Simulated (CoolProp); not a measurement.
Dodecamethylpentasiloxane (MD3M) along the isobar 1340 kPa: density (kg/m³) from the reference equation and from simpler models built on Tc = 628.0 K, pc = 954.0 kPa, ω = 0.730; each cubic takes its own stable root.

Model: reference Helmholtz-energy equation of state, Thol 2019, in CoolProp.

```tsv
T (K)	phase	reference
424.6	liquid	748.6
443.6	liquid	728.9
462.5	liquid	708.8
481.5	liquid	687.8
500.4	liquid	666.0
519.4	liquid	643.0
538.3	liquid	618.4
557.3	liquid	591.6
```

How far does each simpler model (van der Waals, Peng-Robinson) lie from the reference over these 8 states: mean and median of the absolute difference, and the worst?


- van der Waals: mean 41.6 %, median 41.7 %, worst -43.1 % at 424.6 K and 1340 kPa
- Peng-Robinson: mean 0.6 %, median 0.7 %, worst +1.0 % at 481.5 K and 1340 kPa
